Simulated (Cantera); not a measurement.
A perfectly stirred reactor is fed with NH₃ : H₂ = 1 : 0.1 (molar parts), at 1.00 atm; it is held at 2098 K, and followed from long to short residence time.

Computed with Cantera and the gas-phase N/H chemistry of the illustrative SiF4/NH3 mechanism in the Surface Chemkin manual (1991). Walls and surfaces, which speed up NH3 decomposition in real reactors, are not modelled.

Question: What does this change do: temperature 2098 to 1625 K?

Answer: 
```tsv
quantity	before	after
x(NH₃) at τ = 0.300 s	0.0319	0.839
x(H₂) at τ = 0.300 s	0.737	0.142
x(N₂H₄) at τ = 0.300 s	7.45e-9	2.37e-7
x(H) at τ = 0.300 s	0.00142	7.52e-6
x(NH₂) at τ = 0.300 s	0.000184	0.000107
x(NH₃) at τ = 19.0 ms	0.299	0.904
x(H₂) at τ = 19.0 ms	0.540	0.0944
x(N₂H₄) at τ = 19.0 ms	1.64e-7	2.57e-7
x(H) at τ = 19.0 ms	0.000520	4.82e-6
x(NH₂) at τ = 19.0 ms	0.000863	0.000111
```

Question: What does this change do: H2 0.1 to 0.78 parts?

Answer: 
| quantity | before | after |
|---|---|---|
| x(NH₃) at τ = 0.300 s | 0.0319 | 0.0249 |
| x(H₂) at τ = 0.300 s | 0.737 | 0.802 |
| x(N₂H₄) at τ = 0.300 s | 7.45e-9 | 5.18e-9 |
| x(H) at τ = 0.300 s | 0.00142 | 0.00165 |
| x(NH₂) at τ = 0.300 s | 0.000184 | 0.000154 |
| x(NH₃) at τ = 19.0 ms | 0.299 | 0.214 |
| x(H₂) at τ = 19.0 ms | 0.540 | 0.673 |
| x(N₂H₄) at τ = 19.0 ms | 1.64e-7 | 1.03e-7 |
| x(H) at τ = 19.0 ms | 0.000520 | 0.000716 |
| x(NH₂) at τ = 19.0 ms | 0.000863 | 0.000684 |
